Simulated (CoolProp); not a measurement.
Model: reference Helmholtz-energy equation of state, Lemmon 2006, in CoolProp. It is a short technical equation, of lower accuracy than the large ones.

Task: Give the vapour pressure (bar), liquid density (kg/m³), vapour density (kg/m³), enthalpy of vaporisation (kJ/kg) of saturated isohexane at 31.75 °C.

Result: 
| T (°C) | p (bar) | liquid density (kg/m³) | vapour density (kg/m³) | enthalpy of vaporisation (kJ/kg) |
|---|---|---|---|---|
| 31.75 | 0.371 | 642 | 1.29 | 343 |
